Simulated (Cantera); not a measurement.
Feed: 1 mol CuO, 0.48 mol H₂, at 1 atm.

Method: chemical equilibrium by Gibbs-energy minimisation in Cantera with the NASA 1993 tables (ideal gas, pure condensed phases). Candidate condensed phases: Cu, CuO, Cu(OH)₂, Cu₂O, H₂O; 12 gas species. Kinetics and transport are ignored.

Over these rows the condensed part is Cu₂O(l). Partial pressures as log10 of bar:

```json
[
 {"T (K)": "1523", "1000/T (1/K)": "0.6566", "log p Cu": "-5.45", "log p H₂O": "0.00", "log p O₂": "-1.69"},
 {"T (K)": "1623", "1000/T (1/K)": "0.6161", "log p Cu": "-4.66", "log p H₂O": "0.00", "log p O₂": "-1.69"},
 {"T (K)": "1723", "1000/T (1/K)": "0.5804", "log p Cu": "-3.96", "log p H₂O": "0.00", "log p O₂": "-1.69"},
 {"T (K)": "1823", "1000/T (1/K)": "0.5485", "log p Cu": "-3.34", "log p H₂O": "0.00", "log p O₂": "-1.69"},
 {"T (K)": "1923", "1000/T (1/K)": "0.5200", "log p Cu": "-2.79", "log p H₂O": "-0.01", "log p O₂": "-1.68"},
 {"T (K)": "2023", "1000/T (1/K)": "0.4943", "log p Cu": "?", "log p H₂O": "-0.01", "log p O₂": "-1.66"}
]
```

Q: Fit log p(Cu) = a + b·(1000/T) to the five rows, give the apparent enthalpy, and predict the row at 2023 K.

A: Means: 1000/T = 0.5843, log p = -4.040. Sxy = -0.227406, Sxx = 0.0116699, so b = -19.49 and a = -4.040 − (-19.49)×0.5843 = 7.35.
Apparent enthalpy: −19.145 × (-19.49) = 373 kJ/mol. With the condensed phases at unit activity, 1/2 Cu₂O(l) = Cu(g) + 1/4 O₂(g) links this pressure to the main gases: over the six rows their terms move log p by -0.01 in all, so the slope is close to that reaction's ΔH°. The five rows lie within 0.01 of the line.
Prediction at 2023 K: 7.35 + (-19.49)×0.4943 = -2.28. The computed value is -2.30, 0.02 from the line.
